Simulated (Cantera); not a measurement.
An adiabatic, constant-pressure homogeneous reactor starts with C3H8 : O2 : N2 = 1 : 4.55 : 17.1 (molar parts), at 1500 K and 510 Torr.

Model: GRI-Mech 3.0 (53 species, 325 reactions), integrated in Cantera. GRI-Mech 3.0 was tuned for natural gas; its chemistry of propane as a main component is partial and can be far from experiment.

x: mole fraction; the columns are a selection and need not sum to one.

```csv
t (s),T (K),x C3H8,x O2,x C2H2,x O,x CH2O
5.00e-6,1496,0.0434,0.201,4.39e-8,2.00e-6,___
1.37e-5,1490,0.0415,0.200,1.35e-6,3.67e-6,___
3.78e-5,1488,0.0344,0.195,2.64e-5,7.17e-6,___
0.000104,2070,7.77e-7,0.0907,0.00592,0.00161,___
0.000285,2575,<1e-12,0.0225,<1e-12,0.0121,2.91e-10
0.000783,2732,<1e-12,0.0184,<1e-12,0.00797,3.44e-10
0.00215,2751,<1e-12,0.0166,<1e-12,0.00702,3.65e-10
0.00592,2746,<1e-12,0.0157,<1e-12,0.00669,3.71e-10
0.0163,2746,<1e-12,0.0156,<1e-12,0.00666,3.72e-10
0.0447,2746,<1e-12,0.0156,<1e-12,0.00666,3.72e-10
0.123,2746,<1e-12,0.0156,<1e-12,0.00666,3.72e-10
0.337,2746,<1e-12,0.0156,<1e-12,0.00666,3.72e-10
0.927,2746,<1e-12,0.0156,<1e-12,0.00666,3.72e-10
2.55,2746,<1e-12,0.0156,<1e-12,0.00666,3.72e-10
7.00,2746,<1e-12,0.0156,<1e-12,0.00666,3.72e-10
```

**Question.** Fill in the missing entries.

**Answer.** 
- 5.00e-6, x CH2O: 2.31e-5
- 1.37e-5, x CH2O: 0.000360
- 3.78e-5, x CH2O: 0.00185
- 0.000104, x CH2O: 0.000826
